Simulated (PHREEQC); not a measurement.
## Nickel, zinc or cadmium bath

Make-up at 46 °C: 8.8 mmol/kgw ZnSO4, 0.056 mmol/kgw Na2SO4 and 1.5 mmol/kgw FeSO4. Closed to the air; pH follows from the charge balance.

The numbers come from PHREEQC with the ion-association model, phreeqc.dat.

No solid was allowed to form.

**Question.** What pH, specific conductance does the model give?

**Answer.** pH 5.50; specific conductance 2190 µS/cm.

**Question.** In which forms is Fe present?

**Answer.** Fe+2 67 %, FeSO4 33 % of the Fe.

Complexes and solids missing from the database can't appear. At this temperature some constants are extrapolated from 25 °C, and those without enthalpy data are left unchanged.
